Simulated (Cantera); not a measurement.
An isothermal, constant-pressure homogeneous reactor starts with 11.8 % H2, 26.7 % O2, 61.5 % N2, equivalence ratio 0.22, at 825 K and 0.188 atm.

Computed with Cantera and GRI-Mech 3.0 (53 species, 325 reactions). Below about 950 K walls govern HO2 and H2O2 in real vessels. The temperature is held fixed by assumption; the heat of reaction is taken as removed at once.

Predict: x(H2) at 7.00 s; x(O2) at 7.00 s; x(H) at 7.00 s; x(HO2) at 7.00 s; x(H2O2) at 7.00 s.


| Quantity | Result |
|---|---|
| x(H2) at 7.00 s | 0.0624 (gas-phase equilibrium <1e-12) |
| x(O2) at 7.00 s | 0.246 (gas-phase equilibrium 0.222) |
| x(H) at 7.00 s | 4.71e-8 (gas-phase equilibrium <1e-12) |
| x(HO2) at 7.00 s | 1.46e-5 (gas-phase equilibrium 2.41e-11) |
| x(H2O2) at 7.00 s | 0.000613 (gas-phase equilibrium 4.82e-12) |
